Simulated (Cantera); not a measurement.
Input: 1 mol Si3N4, 0.0033 mol O2, 4.4 mol N2, held at 1427 °C and 2.70 bar.

Method: chemical equilibrium by Gibbs-energy minimisation in Cantera with the NASA 1993 tables (ideal gas, pure condensed phases). Candidate condensed phases: Si, SiO2, Si2N2O, Si3N4; 16 gas species. Mutual solubility and eutectic melting of coexisting phases are not modelled. Equilibrium is a limit: real reactors are often held back by kinetics, nucleation or transport.

Base state: N2 1.000 (mole fractions); condensed: Si2N2O(s) + Si3N4(s).

Problem. What changes in the equilibrium state with this change: temperature from 1427 °C to 1852 °C?

Solution. 
```csv
species,before,after
N2,1.000,0.998
SiO,1.90e-6,0.00150
Si,1.74e-9,2.78e-5
"Si2N2O(s), mol",0.00659,0
"Si3N4(s), mol",0.996,0.998
```
